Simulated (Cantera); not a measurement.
Feed: 1 mol Mg(OH)2, a varied amount of CO2, held at 0.0133 bar.

Method: chemical equilibrium by Gibbs-energy minimisation in Cantera with the NASA 1993 tables (ideal gas, pure condensed phases). Candidate condensed phases: C, C6H6, C7H8, C8H18, H2O, Mg, MgCO3, MgO, Mg(OH)2; 116 gas species. Equilibrium is a limit: real reactors are often held back by kinetics, nucleation or transport.

Stable condensed phases, one row left out:

```
T in °C \ n(CO2) in mol
         0.18 0.71  1.2  1.8  2.3  2.8  3.4  3.9  4.4
    577     A    A    A    A    A    A    A    A    A
    552     A    A    A    A    A    A    A    A    A
    527     A    A    A    A    A    A    A    A    A
    502     A    A    A    A    A    A    A    A    A
    477     A    A    A    A    A    A    A    A    A
    452     A    A    A    A    A    A    A    A    A
    427     A    A    A    A    A    A    A    A    A
    402     A    A    A    A    A    A    A    A    A
    377     A    A    A    A    A    A    A    A    A
    352     A    A    A    A    A    A    A    A    A
    327     A    A    A    A    A    A    A    A    A
    277     A    A    A    A    A    B    B    C    C
    252     A    B    B    C    C    C    C    C    C
```

A: MgO; B: MgCO3 + MgO; C: MgCO3.

Question: Give the row for 302 °C.

Answer: 0.18: MgO; 0.71: MgO; 1.2: MgO; 1.8: MgO; 2.3: MgO; 2.8: MgO; 3.4: MgO; 3.9: MgO; 4.4: MgO.
